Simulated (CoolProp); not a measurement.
p-xylene along the isotherm 620 K: Z from the reference equation and from simpler models built on Tc = 616.2 K, pc = 3532 kPa, ω = 0.324; each cubic takes its own stable root.

Values from CoolProp's reference Helmholtz-energy equation of state, Zhou 2012.

| p (kPa) | phase | reference |
|---|---|---|
| 112 | gas | 0.9882 |
| 254 | gas | 0.9730 |
| 578 | gas | 0.9374 |
| 1320 | gas | 0.8501 |
| 3000 | gas | 0.5837 |
| 6820 | supercritical | 0.2832 |
| 15500 | supercritical | 0.5588 |
| 35300 | supercritical | 1.136 |

Task: How far does each simpler model (van der Waals, Soave-Redlich-Kwong) lie from the reference over these 8 states: mean and median of the absolute difference, and the worst?

Result: 
- van der Waals: mean 19.1 %, median 7.2 %, worst +48.0 % at 620 K and 6820 kPa
- Soave-Redlich-Kwong: mean 6.8 %, median 3.8 %, worst +21.9 % at 620 K and 6820 kPa
